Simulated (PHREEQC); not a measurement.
Dissolve 57 mmol/kgw H2SO4, 1.5 mmol/kgw Fe(NO3)3 and 0.0036 mmol/kgw CO2 at 25 °C. Closed to the air; pH follows from the charge balance.

The numbers come from PHREEQC with the ion-association model, phreeqc.dat.

Each row changes one thing in this solution. No solid was allowed to form.

| case | pH | ionic strength (mol/kgw) | Fe+3 (mol/kgw) | FeOH+2 (mol/kgw) | Fe(OH)2+ (mol/kgw) | Fe2(OH)2+4 (mol/kgw) | SI of Goethite (FeOOH) | SI of Hematite (Fe2O3) |
|---|---|---|---|---|---|---|---|---|
| as made | 1.22 | 0.0892 | 6.84e-5 | 3.51e-6 | 9.45e-9 | 2.30e-9 | -0.23 | +1.54 |
| H2SO4 left out | 2.88 | 0.00658 | 0.000272 | 0.000938 | 0.000184 | 4.77e-5 | +5.78 | +13.57 |
| H2SO4 replaced by Li2SO4 at the same molality | 3.65 | 0.157 | 2.20e-5 | 0.000286 | 0.000181 | 1.97e-5 | +6.46 | +14.93 |
| CO2 from 3.6e-06 to 3.6e-07 mol/kgw | 1.22 | 0.0892 | 6.84e-5 | 3.51e-6 | 9.45e-9 | 2.30e-9 | -0.23 | +1.54 |
| CO2 from 3.6e-06 to 3.24e-06 mol/kgw | 1.22 | 0.0892 | 6.84e-5 | 3.51e-6 | 9.45e-9 | 2.30e-9 | -0.23 | +1.54 |
| temperature from 25 to 45 °C | 1.25 | 0.0814 | 6.41e-5 | 1.04e-5 | 6.02e-8 | 9.55e-9 | +0.47 | +3.04 |
| H2SO4 from 0.057 to 0.114 mol/kgw | 0.96 | 0.159 | 5.77e-5 | 1.52e-6 | 1.94e-9 | 5.59e-10 | -1.20 | -0.39 |

Some of these states are supersaturated (in Hematite (slow to form), Goethite (slow to form), Fe(OH)3(a), for instance). Constants without temperature data keep their 25 °C values here.
